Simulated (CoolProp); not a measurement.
Properties of normal hydrogen along the isotherm -237.85 °C (Tc = -240.0 °C, pc = 12.96 bar, ω = -0.219).

Computed with CoolProp (reference Helmholtz-energy equation of state, Leachman 2009).

```
p (bar)          phase  isothermal compressibility (1/MPa)  viscosity (µPa s)
-------  -------------  ----------------------------------  -----------------
0.102              gas                               98.25               1.77
0.155              gas                               64.73               1.77
0.233              gas                               43.13               1.77
0.352              gas                               28.62               1.77
0.531              gas                               19.05               1.77
0.801              gas                               12.70               1.78
1.21               gas                                   ?               1.78
1.82               gas                                   ?                  ?
2.75               gas                               3.882               1.80
4.15               gas                               2.678               1.82
6.26               gas                               1.909               1.86
9.44               gas                               1.477                  ?
14.2     supercritical                                   ?               2.32
21.5     supercritical                              0.3239               4.95
32.4     supercritical                             0.08855               6.46
```

What belongs in the gaps?


- 1.21, isothermal compressibility (1/MPa): 8.490
- 1.82, isothermal compressibility (1/MPa): 5.728
- 1.82, viscosity (µPa s): 1.79
- 9.44, viscosity (µPa s): 1.96
- 14.2, isothermal compressibility (1/MPa): 1.656

Viscosity comes from a separate model (Muzny 2013).
